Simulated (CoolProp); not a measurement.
Properties of sulfur hexafluoride at several states.

Values from CoolProp's reference Helmholtz-energy equation of state, Guder 2009.

```
T (K)  p (kPa)          phase           Z  expansivity (1/kK)  conductivity (mW/(m K))
-----  -------  -------------  ----------  ------------------  -----------------------
485.5      628            gas      0.9883               2.169                     27.3
499.7     5360  supercritical      0.9237               2.898                     32.7
566       82.3            gas      0.9993               1.774                     32.0
356.8     72.6            gas      0.9956               2.846                     17.4
310.1     7480         liquid  (withheld)          (withheld)               (withheld)
```

Task: Complete the blanks.

Result: 
- 310.1, Z: 0.3054
- 310.1, expansivity (1/kK): 5.886
- 310.1, conductivity (mW/(m K)): 57.0

Thermal conductivity comes from a separate model (Assael 2012).
